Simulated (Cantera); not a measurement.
Charge: 1 mol CH₃Cl, 0.016 mol HCl, 0.18 mol H₂, at 750 °C and 0.133 bar.

Method: chemical equilibrium by Gibbs-energy minimisation in Cantera with the NASA 1993 tables (ideal gas, pure condensed phases). Candidate condensed phases: C, C₆H₆, C₇H₈, C₈H₁₈; 91 gas species. Kinetics and transport are ignored.

Base state: H₂ 0.533, HCl 0.464, CH₄ 0.00284 (mole fractions); condensed: C(graphite).

**Question.** What changes in the equilibrium state with this change: temperature from 750 °C to 1852 °C?

**Answer.** 
| species | before | after |
|---|---|---|
| H₂ | 0.533 | 0.532 |
| HCl | 0.464 | 0.455 |
| H | 8.31e-9 | 0.00725 |
| Cl | 6.67e-9 | 0.00456 |
| C₂H₂ (acetylene) | 1.12e-9 | 0.000891 |
| CH₄ | 0.00284 | 1.17e-5 |
| C(graphite), mol | 0.994 | 0.996 |

**Question.** What changes in the equilibrium state with this change: CH₃Cl replaced by C₂F₆?

**Answer.** 
```tsv
species	before	after
CF₄	0	0.789
HF	0	0.202
HCl	0.464	0.00804
H₂	0.533	<1e-9
CH₄	0.00284	<1e-9
CClF₃	0	0.000759
C(graphite), mol	0.994	0.590
```
The feed counts by its element totals alone. Gases not in the tables: C₂F₆ and larger saturated fluorocarbons.
